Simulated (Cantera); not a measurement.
An adiabatic, constant-volume homogeneous reactor starts with 6.48 % CH4, 19.6 % O2, 73.9 % N2, at 1700 K and 0.987 atm.

Computed with Cantera and GRI-Mech 3.0 (53 species, 325 reactions).

Problem. Predict: time of steepest temperature rise; temperature at 0.100 s; equilibrium temperature; x(O2) at 0.100 s; x(H2O2) at 0.100 s.

Solution. 
| Quantity | Value |
|---|---|
| time of steepest temperature rise | 0.197 ms |
| temperature at 0.100 s | 2803 K |
| equilibrium temperature | 2803 K |
| x(O2) at 0.100 s | 0.0600 (gas-phase equilibrium 0.0600) |
| x(H2O2) at 0.100 s | 4.22e-7 (gas-phase equilibrium 4.22e-7) |
